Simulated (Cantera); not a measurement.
Feed: 1 mol MgO, 0.87 mol F2, 69 mol N2, held at 0.133 bar.

Cantera equilibrium calculation (NASA polynomials, part measured and part estimated; ideal gas, pure solids and liquids). Candidate condensed phases: Mg, MgF2, MgO; 24 gas species. Mutual solubility and eutectic melting of coexisting phases are not modelled. Kinetics and transport are ignored.

**Question.** Which condensed phases are stable at each of these points (T (°C)): 802, 852, 902, 952, 1002, 1052, 1102, 1152, 1202, 1252, 1302, 1352, 1402?

**Answer.** 
| T (°C) | condensed phases | Mg condensed (%) |
|---|---|---|
| 802 | MgF2(s) + MgO(s) | 100.0 |
| 852 | MgF2(s) + MgO(s) | 100.0 |
| 902 | MgF2(s) + MgO(s) | 100.0 |
| 952 | MgF2(s) + MgO(s) | 100.0 |
| 1002 | MgF2(s) + MgO(s) | 100.0 |
| 1052 | MgF2(s) + MgO(s) | 99.9 |
| 1102 | MgF2(s) + MgO(s) | 99.8 |
| 1152 | MgF2(s) + MgO(s) | 99.4 |
| 1202 | MgF2(s) + MgO(s) | 98.3 |
| 1252 | MgF2(s) + MgO(s) | 95.3 |
| 1302 | MgF2(l) + MgO(s) | 89.5 |
| 1352 | MgF2(l) + MgO(s) | 78.2 |
| 1402 | MgF2(l) + MgO(s) | 56.9 |

From 802 °C to 1252 °C the condensed part is MgF2(s) + MgO(s). From 1302 °C to 1402 °C the condensed part is MgF2(l) + MgO(s).
